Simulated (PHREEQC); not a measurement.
Dissolve 0.3 mol MnSO4 and 0.24 mol CuCl2 per kg of water at 50 °C. Closed to the air; pH follows from the charge balance.

Model: ion-association model, phreeqc.dat, run in PHREEQC.

The pH is 4.25. The ionic strength comes out as 0.980 mol/kgw and the activity of water is 0.983. The density is 1.057 g/cm³.

| species | molality | activity | log γ |
|---|---|---|---|
| Cl- | 0.364 | 0.217 | -0.224 |
| Mn+2 | 0.147 | 0.0286 | -0.711 |
| SO4-2 | 0.121 | 0.0175 | -0.839 |
| MnSO4 | 0.111 | 0.139 | 0.098 |
| Cu+2 | 0.105 | 0.0204 | -0.711 |
| CuSO4 | 0.0682 | 0.0855 | 0.098 |
| CuCl+ | 0.0623 | 0.0368 | -0.228 |
| MnCl+ | 0.0401 | 0.0253 | -0.200 |
| CuCl2 | 0.00440 | 0.00551 | 0.098 |
| MnCl2 | 0.00192 | 0.00240 | 0.098 |
| MnCl3- | 0.000228 | 0.000144 | -0.200 |
| HSO4- | 0.000224 | 0.000175 | -0.109 |

No solid was allowed to form. Ionic strength above about 0.7 mol/kgw puts this run outside the model's range. Complexes and solids missing from the database can't appear. At this temperature some constants are extrapolated from 25 °C, and those without enthalpy data are left unchanged.
